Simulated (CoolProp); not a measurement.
Vapour-liquid equilibrium of ethanol (1) + hexamethyldisiloxane (MM) (2) at 893 kPa; x and y are mole fractions of (1).

Values from CoolProp's multi-fluid Helmholtz-energy mixture model, Schroeder 2014 and Thol 2016; pair parameters Bell 2016.

Question: Give the bubble temperature and the first vapour's composition at x = 0.425, 0.8, 0.875. Is there an azeotrope?

Answer: x = 0.425: 155.3 °C, y = 0.644; x = 0.8: 147.8 °C, y = 0.846; x = 0.875: 147.1 °C, y = 0.897. No azeotrope shows between x = 0.05 and 0.95.

The pair parameters rest on a limited set of measurements; away from them the model extrapolates.
